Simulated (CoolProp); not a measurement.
Hexamethyldisiloxane (MM) along the isobar 0.101 MPa: Z from the reference equation and from simpler models built on Tc = 518.7 K, pc = 1.931 MPa, ω = 0.418; each cubic takes its own stable root.

Model: reference Helmholtz-energy equation of state, Thol 2016, in CoolProp.

```csv
T (K),phase,reference,van der Waals,Soave-Redlich-Kwong,Peng-Robinson
229.5,liquid,(withheld),0.01748,0.01139,0.01015
263.1,liquid,0.009418,0.01579,(withheld),0.009101
296.7,liquid,0.008734,0.9406,0.009397,0.008344
330.3,liquid,0.008237,0.9538,0.008814,(withheld)
363.9,liquid,0.007894,0.9632,(withheld),0.007466
397.5,gas,(withheld),0.9701,0.9549,0.9525
431.1,gas,0.9633,(withheld),0.9655,0.9632
464.7,gas,0.9720,0.9794,0.9733,0.9711
498.3,gas,0.9782,0.9826,0.9791,0.9770
532,gas,0.9827,0.9852,0.9836,0.9817
```

Task: What belongs in the gaps?

Result: 
- 229.5, reference: 0.01035
- 263.1, Soave-Redlich-Kwong: 0.01023
- 330.3, Peng-Robinson: 0.007809
- 363.9, Soave-Redlich-Kwong: 0.008446
- 397.5, reference: 0.9503
- 431.1, van der Waals: 0.9754

At some of these states van der Waals gives the other phase, because its saturation line lies elsewhere.
